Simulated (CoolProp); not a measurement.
Vapour-liquid equilibrium of R152A (1) + methanol (2) at 284.1 K; x and y are mole fractions of (1).

The numbers come from the multi-fluid Helmholtz-energy mixture model, Outcalt 1996 and de Reuck 1993; pair parameters Bell 2016 in CoolProp.

```csv
x,bubble pressure (MPa),y at the bubble point,dew pressure at overall composition x (MPa),liquid density (mol/L)
0.05,0.09109,0.914,0.008276,24.24
0.15,0.1769,0.956,0.009242,22.90
0.25,0.2128,[?],0.01046,21.64
0.35,0.2314,0.968,0.01207,20.45
0.45,0.2457,0.971,0.01425,[?]
0.55,0.2612,0.974,0.01741,18.29
0.65,0.2801,0.978,0.02238,17.30
0.75,0.3034,0.982,0.03132,16.35
0.85,0.3318,[?],0.05216,15.45
0.95,0.3656,0.996,0.1549,14.57
```

Problem. Fill in the missing entries.

Solution. 
- 0.25, y at the bubble point: 0.964
- 0.45, liquid density (mol/L): 19.34
- 0.85, y at the bubble point: 0.989

No azeotrope shows between x = 0.05 and 0.95.

The pair parameters rest on a limited set of measurements; away from them the model extrapolates. With so large a gap from Raoult's law the liquid may split in two, which this calculation doesn't test in full.
